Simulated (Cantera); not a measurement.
**Ignition delay**

Mixture: 15.6 % H2, 17.1 % O2, 64.0 % N2, 3.29 % H2O, equivalence ratio 0.46, at 10.0 bar, adiabatic and at constant volume. Ignition delay is the time to a rise of 400 K.

Cantera simulation using GRI-Mech 3.0 (53 species, 325 reactions); the numbers are that mechanism's predictions, not measurements. The hydrogen kinetics of GRI-Mech 3.0 are dated; newer H2 mechanisms differ, most at raised pressure.

| T0 (K) | delay (ms) |
|---|---|
| 1125 | 0.862 |
| 1225 | 0.0846 |
| 1325 | 0.00608 |
| 1425 | 0.00257 |
| 1525 | 0.00160 |
| 1625 | 0.00115 |
| 1725 | 0.000901 |

```
Property                                               Result
--------------------------------------------------  ---------
apparent activation energy between 1525 and 1725 K  62 kJ/mol
```
